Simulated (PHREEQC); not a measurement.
Solution (25 °C): 0.0067 mol/kgw H2SO4 and 0.002 mol/kgw CO2. Closed to the air; pH follows from the charge balance.

The numbers come from PHREEQC with the Pitzer model, pitzer.dat.

Each row changes one thing in this solution. Precipitation was switched off in this run.

```json
[
 {"case": "as made", "pH": "2.02", "ionic strength (mol/kgw)": "0.0150"},
 {"case": "CO2 replaced by K2CO3 at the same molality", "pH": "2.19", "ionic strength (mol/kgw)": "0.0162"},
 {"case": "CO2 left out", "pH": "2.02", "ionic strength (mol/kgw)": "0.0150"},
 {"case": "CO2 from 0.002 to 0.0002 mol/kgw", "pH": "2.02", "ionic strength (mol/kgw)": "0.0150"},
 {"case": "H2SO4 left out", "pH": "4.52", "ionic strength (mol/kgw)": "3.02e-5"},
 {"case": "diluted 100-fold with water", "pH": "3.88", "ionic strength (mol/kgw)": "0.000199"},
 {"case": "CO2 from 0.002 to 0.0022 mol/kgw", "pH": "2.02", "ionic strength (mol/kgw)": "0.0150"},
 {"case": "temperature from 25 to 60 °C", "pH": "2.08", "ionic strength (mol/kgw)": "0.0121"}
]
```

Away from 25 °C the constants follow the database's enthalpies or fits; those with neither stay at their 25 °C values.
